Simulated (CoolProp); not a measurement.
Vapour-liquid equilibrium of propane (1) + n-butane (2) at 331.4 K; x and y are mole fractions of (1).

Model: multi-fluid Helmholtz-energy mixture model, Lemmon 2009 and Bücker 2006; pair parameters Kunz 2012, in CoolProp.

### Question
Give the bubble pressure and the first vapour's composition at x = 0.5, 0.8, 0.95. Is there an azeotrope?

### Answer
x = 0.5: 1261 kPa, y = 0.711; x = 0.8: 1707 kPa, y = 0.902; x = 0.95: 1954 kPa, y = 0.977. No azeotrope shows between x = 0.05 and 0.95.

The pair parameters rest on a limited set of measurements; away from them the model extrapolates.
